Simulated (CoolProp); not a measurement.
Vapour-liquid equilibrium of ethanol (1) + ethylbenzene (2) at 0.473 MPa; x and y are mole fractions of (1).

Model: multi-fluid Helmholtz-energy mixture model, Schroeder 2014 and Zhou 2012; pair parameters Bell 2016, in CoolProp.

| x | bubble temperature, mixture model (K) | bubble temperature, Raoult's law (K) | y, mixture model | y, Raoult's law |
|---|---|---|---|---|
| 0.05 | 449.5 | 464.6 | 0.430 | 0.266 |
| 0.15 | 423.8 | 446.9 | 0.699 | 0.547 |
| 0.25 | 413.5 | 435.0 | 0.781 | 0.695 |
| 0.35 | 408.5 | 426.2 | 0.818 | 0.785 |
| 0.45 | 405.6 | 419.3 | 0.840 | 0.847 |
| 0.55 | 403.6 | 413.7 | 0.858 | 0.892 |
| 0.65 | 402.0 | 408.9 | 0.876 | 0.926 |
| 0.75 | 400.3 | 404.8 | 0.897 | 0.953 |
| 0.85 | 398.8 | 401.2 | 0.927 | 0.974 |
| 0.95 | 397.2 | 398.0 | 0.971 | 0.992 |

The largest gap from Raoult's law is -23.1 K in bubble temperature, at x = 0.15. No azeotrope shows between x = 0.05 and 0.95.

Pair parameters are fitted to limited data, so mixtures are less certain than the pure fluids. With so large a gap from Raoult's law the liquid may split in two, which this calculation doesn't test in full.
